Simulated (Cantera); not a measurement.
**Dilute partial oxidation**

A perfectly stirred reactor is fed with 0.916 % CH4, 0.552 % O2, 98.5 % N2, equivalence ratio 3.3, at 100000 Pa; it is held at 1425 K, and followed from long to short residence time.

Cantera simulation using GRI-Mech 3.0 (53 species, 325 reactions); the numbers are that mechanism's predictions, not measurements.

| τ (s) | x CH4 | x O2 | x HO2 | x OH | x H2 |
|---|---|---|---|---|---|
| 1.1 | 0.00312 | 0.000527 | 2.47e-8 | 5.15e-8 | 0.00516 |
| 0.40 | 0.00360 | 0.00102 | 4.96e-8 | 8.41e-8 | 0.00462 |
| 0.15 | 0.00449 | 0.00201 | 9.92e-8 | 1.28e-7 | 0.00374 |
| 0.054 | 0.00758 | 0.00470 | 1.29e-7 | 6.78e-8 | 0.00106 |
| 0.020 | 0.00902 | 0.00546 | 5.98e-8 | 1.18e-8 | 6.82e-5 |
| 0.0071 | 0.00914 | 0.00551 | 3.53e-8 | 4.49e-9 | 7.79e-6 |
| 0.0026 | 0.00916 | 0.00552 | 3.23e-8 | 2.23e-9 | 1.64e-6 |
x: mole fraction; the columns are a selection and need not sum to one.
